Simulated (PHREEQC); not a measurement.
1 kg of water holding 0.38 mol NaCl, 0.44 mol NaBr, 0.031 mol KCl, 0.23 mol MgBr2 and 0.00089 mol CaSO4 is evaporated at 25 °C; the solids stay in contact with the brine. The system is closed to CO2. Only these solids could form: Arcanite, Bischofite, Bloedite, Brucite, Carnallite, Epsomite, Glaserite, Glauberite, Gypsum, Anhydrite, Halite, Hexahydrite, Kainite, Kieserite, Leonite, Mirabilite, Misenite, Polyhalite, Portlandite, Schoenite, Sylvite, Syngenite, Thenardite, MgCl2_4H2O.

Equilibrium calculation in PHREEQC: Pitzer model, pitzer.dat.

```tsv
water left (kg)	ionic strength	water activity	Br in solution (mol/kgw)	Cl in solution (mol/kgw)	Na in solution (mol/kgw)
1	1.54	0.958	0.900	0.411	0.820
0.8219	1.88	0.948	1.09	0.500	0.998
0.6755	2.29	0.934	1.33	0.608	1.21
0.5552	2.78	0.917	1.62	0.740	1.48
0.4563	3.38	0.895	1.97	0.901	1.80
0.375	4.12	0.866	2.40	1.10	2.19
0.3082	5.01	0.827	2.92	1.33	2.66
0.2533	6.10	0.777	3.55	1.62	3.24
```

Complexes and solids missing from the database can't appear.
